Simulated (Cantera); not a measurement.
Input: 1 mol Si3N4, 2 mol CO2, 28 mol H2, held at 2.20 mbar.

Equilibrium computed with Cantera from the NASA thermochemical tables; the gas is ideal and each condensed phase is pure. Candidate condensed phases: C, C6H6, C7H8, C8H18, H2O, Si, SiC, SiO2, Si2N2O, Si3N4; 151 gas species. Mutual solubility and eutectic melting of coexisting phases are not modelled. Equilibrium is a limit: real reactors are often held back by kinetics, nucleation or transport.

**Question.** At 750 °C, list the 4 most abundant gas species with their mole fractions, and the condensed phases.

**Answer.** H2 0.946, N2 0.0409, CO 0.0125, CH4 0.000148. Condensed: C(graphite) + SiO2(β-quartz) + Si2N2O(s).
